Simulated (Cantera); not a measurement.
An adiabatic, constant-volume homogeneous reactor starts with CH₃OH : O₂ : N₂ = 1 : 1.76 : 6.64 (molar parts), at 1550 K and 4.93 atm.

Detailed kinetics in Cantera: GRI-Mech 3.0 (53 species, 325 reactions). GRI-Mech 3.0 was tuned for natural gas; its chemistry of methanol as a main component is partial and can be far from experiment.

Task: Predict: time of steepest temperature rise; temperature at 5.00 s; equilibrium temperature; x(O₂) at 5.00 s; x(N₂O) at 5.00 s; x(H₂O) at 5.00 s.

Result: 
| Property | Value |
|---|---|
| time of steepest temperature rise | 33.2 µs |
| temperature at 5.00 s | 2979 K |
| equilibrium temperature | 2979 K |
| x(O₂) at 5.00 s | 0.0325 (gas-phase equilibrium 0.0325) |
| x(N₂O) at 5.00 s | 2.73e-6 (gas-phase equilibrium 2.73e-6) |
| x(H₂O) at 5.00 s | 0.169 (gas-phase equilibrium 0.169) |
